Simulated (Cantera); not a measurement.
Catalytic stagnation flow on Pt

A jet of H2 : O2 : N2 = 0.022 : 0.14 : 0.79 (molar parts), equivalence ratio 0.079 at 300 K and 0.110 bar hits a platinum plate 5.6 cm away at a mass flux of 0.11 kg/m²/s; the plate temperature is set and raised in steps from an oxygen-covered start.

Cantera simulation using Deutschmann's 1995 Pt surface mechanism with GRI-Mech 3.0 gas chemistry; the numbers are that mechanism's predictions, not measurements. Catalytic surfaces can have several steady states; this one follows from the mechanism file's or the stated starting coverage.

| plate T (K) | wall x H2 | wall x O2 | wall x H2O | wall x OH | θ free Pt | θ O* | θ OH* |
|---|---|---|---|---|---|---|---|
| 500 | 0.00309 | 0.125 | 0.0396 | <1e-8 | 0.0362 | 0.948 | 0.0159 |
| 550 | 0.00308 | 0.125 | 0.0393 | <1e-8 | 0.0382 | 0.953 | 0.00906 |
| 600 | 0.00307 | 0.126 | 0.0391 | <1e-8 | 0.0402 | 0.954 | 0.00564 |
| 650 | 0.00304 | 0.126 | 0.0388 | <1e-8 | 0.0424 | 0.954 | 0.00377 |
| 700 | 0.00289 | 0.126 | 0.0389 | <1e-8 | 0.0468 | 0.950 | 0.00274 |
| 750 | 0.00240 | 0.125 | 0.0396 | <1e-8 | 0.0598 | 0.938 | 0.00224 |
| 800 | 0.00174 | 0.124 | 0.0406 | <1e-8 | 0.0883 | 0.910 | 0.00204 |
x: mole fraction at the wall; θ: surface coverage.
